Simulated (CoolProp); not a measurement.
Values from CoolProp's reference Helmholtz-energy equation of state, Gao 2022.

Question: Give the vapour pressure (MPa), liquid density (kg/m³), liquid cp (kJ/(kg K)) of saturated n-perfluorohexane at 271.7 K.

Answer: 
```csv
T (K),p (MPa),liquid density (kg/m³),liquid cp (kJ/(kg K))
271.7,0.00798,1750,1.01
```
